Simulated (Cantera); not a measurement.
Feed: 1 mol Si2H6, 25 mol O2, 9.3 mol H2, at 1277 °C and 7.50 Torr.

Cantera equilibrium calculation (NASA polynomials, part measured and part estimated; ideal gas, pure solids and liquids). Candidate condensed phases: H2O, Si, SiO2; 18 gas species. The feed counts by its element totals alone. The tables hold silica as quartz up to 1696 K and as liquid above; real silica turns to tridymite and cristobalite and melts near 1996 K. Rates play no part.

Base state: O2 0.578, H2O 0.421, OH 0.000997, O 5.95e-5, H2 2.00e-5 (mole fractions); condensed: SiO2(β-quartz).

Q: What changes in the equilibrium state with this change: H2 from 9.3 to 2.7 mol?

A: 
| species | before | after |
|---|---|---|
| O2 | 0.578 | 0.779 |
| H2O | 0.421 | 0.220 |
| OH | 0.000997 | 0.000776 |
| H2 | 2.00e-5 | 9.01e-6 |
| O | 5.95e-5 | 6.91e-5 |
| SiO2(β-quartz), mol | 2.00 | 2.00 |

Q: What changes in the equilibrium state with this change: Si2H6 replaced by SiH2Cl2?

A: 
```
species              before    after
-------------------  ------  -------
O2                    0.578    0.629
H2O                   0.421    0.305
HCl                       0   0.0610
Cl                        0  0.00412
Cl2                       0  2.59e-5
SiO2(β-quartz), mol    2.00     1.00
```
